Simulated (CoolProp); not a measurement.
Vapour-liquid equilibrium of CH2F2 (R32) (1) + R125 (2) at 17.4 kPa; x and y are mole fractions of (1).

Values from CoolProp's multi-fluid Helmholtz-energy mixture model, Tillner-Roth 1997 and Lemmon 2005; pair parameters Lemmon 2004.

| x | bubble temperature (K) | y at the bubble point | dew temperature at overall composition x (K) | liquid density (mol/L) |
|---|---|---|---|---|
| 0.05 | 194.6 | 0.063 | 194.7 | 13.80 |
| 0.2 | 194.0 | 0.245 | 194.2 | 14.87 |
| 0.35 | 193.4 | 0.411 | 193.6 | 16.09 |
| 0.5 | 192.9 | 0.559 | 193.1 | 17.52 |
| 0.65 | 192.5 | 0.691 | 192.6 | 19.21 |
| 0.8 | 192.2 | 0.816 | 192.2 | 21.27 |
| 0.95 | 192.1 | 0.949 | 192.1 | 23.82 |

y crosses x between x = 0.8 and 0.95: the model has an azeotrope there.

Pair parameters are fitted to limited data, so mixtures are less certain than the pure fluids.
